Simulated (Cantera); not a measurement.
What does this Cantera script print?

```python
import numpy as np
import cantera as ct

gas_names = """
    CL CL2 H HCL H2 Si SiCL SiCL2 SiCL3 SiCL4 SiH SiHCL3 SiH2 SiH2CL2 SiH3 SiH3CL SiH4 Si2 Si3
""".split()
cond_names = """
    Si(cr) Si(L)
""".split()


# ... load() reads the species with a 1 bar reference pressure and builds the phases ...
atoms = {
    'SiCl4': {'Si': 1, 'CL': 4},
    'Cl2': {'CL': 2},
    'H2': {'H': 2},
}
top_T = {}  # K; cautious upper limits of use, not melting points


# ... equilibrate(T, P, feed) seeds the gas with the atoms and calls Mixture.equilibrate('TP', solver="vcs", rtol=1e-11, max_steps=5000) ...
results = []
feed = {'SiCl4': 1, 'Cl2': 0.06, 'H2': 8.3}  # mol
T = 975  # K
for P in [100, 300, 880, 2600, 7700, 23000, 68000, 200000]:
    mix = equilibrate(T, P, feed)
    results.append((T, P, feed, dict(zip(mix.species_names, mix.species_moles))))
    x = sorted(zip(gas.X, gas.species_names), reverse=True)
    print(f"T = {T:g} K  P = {P:g} Pa  gas = {mix.phase_moles(0):.4g} mol")
    print("   x: " + "  ".join(f"{s} {v:.3e}" for v, s in x if v > 0.001))
    print("   condensed (mol): " + ("  ".join(f"{mix.phase(i).name} {mix.phase_moles(i):.4g}"
          for i in range(1, mix.n_phases) if mix.phase_moles(i) > 1e-12) or "none"))
```

Output:

```
T = 975 K  P = 100 Pa  gas = 9.454 mol
   x: H2 8.494e-01  SiCL4 8.539e-02  HCL 4.848e-02  SiHCL3 8.552e-03  SiCL2 4.468e-03  SiCL3 3.670e-03
   condensed (mol): Si(cr) 0.03416
T = 975 K  P = 300 Pa  gas = 9.409 mol
   x: H2 8.576e-01  SiCL4 8.795e-02  HCL 3.729e-02  SiHCL3 1.156e-02  SiCL3 2.852e-03  SiCL2 2.618e-03
   condensed (mol): Si(cr) 0.01075
T = 975 K  P = 880 Pa  gas = 9.381 mol
   x: H2 8.617e-01  SiCL4 8.922e-02  HCL 3.165e-02  SiHCL3 1.389e-02  SiCL3 1.995e-03  SiCL2 1.263e-03
   condensed (mol): none
T = 975 K  P = 2600 Pa  gas = 9.37 mol
   x: H2 8.631e-01  SiCL4 9.005e-02  HCL 3.020e-02  SiHCL3 1.471e-02  SiCL3 1.229e-03
   condensed (mol): none
T = 975 K  P = 7700 Pa  gas = 9.365 mol
   x: H2 8.637e-01  SiCL4 9.049e-02  HCL 2.954e-02  SiHCL3 1.512e-02
   condensed (mol): none
T = 975 K  P = 23000 Pa  gas = 9.363 mol
   x: H2 8.640e-01  SiCL4 9.072e-02  HCL 2.924e-02  SiHCL3 1.533e-02
   condensed (mol): none
T = 975 K  P = 68000 Pa  gas = 9.361 mol
   x: H2 8.641e-01  SiCL4 9.085e-02  HCL 2.909e-02  SiHCL3 1.543e-02
   condensed (mol): none
T = 975 K  P = 200000 Pa  gas = 9.361 mol
   x: H2 8.642e-01  SiCL4 9.092e-02  HCL 2.902e-02  SiHCL3 1.548e-02
   condensed (mol): none
```

Cantera equilibrium calculation (NASA polynomials, part measured and part estimated; ideal gas, pure solids and liquids). The tables' values for SiCl3 are old estimates; treat these amounts as uncertain.
